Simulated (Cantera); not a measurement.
Predominance diagram of Zr at 1000 K against the partial pressures of O2 and N2 (log10, bar). Source: NASA polynomial tables (part measured, part estimated), evaluated in Cantera. Candidates: Zr(α), ZrN(s), ZrO2(monoclinic). Only these pure phases compete in this equilibrium. ZrN: taken at fixed stoichiometry.

Problem. Which phase is stable at these pairs, and which metal-bearing vapour leads over it? (-1.7, -14.4); (-10.4, -7.6); (-24.3, 1); (-26.1, -17.9); (0, -12.7); (-13.9, 1); (-19.1, -23)

Solution. 
| log p(O2) | log p(N2) | phase | chief vapour | log p (bar) |
|---|---|---|---|---|
| -1.7 | -14.4 | ZrO2(monoclinic) | ZrO2 | -31.1 |
| -10.4 | -7.6 | ZrO2(monoclinic) | ZrO2 | -31.1 |
| -24.3 | 1 | ZrO2(monoclinic) | ZrO2 | -31.1 |
| -26.1 | -17.9 | ZrO2(monoclinic) | ZrO2 | -31.1 |
| 0 | -12.7 | ZrO2(monoclinic) | ZrO2 | -31.1 |
| -13.9 | 1 | ZrO2(monoclinic) | ZrO2 | -31.1 |
| -19.1 | -23 | ZrO2(monoclinic) | ZrO2 | -31.1 |
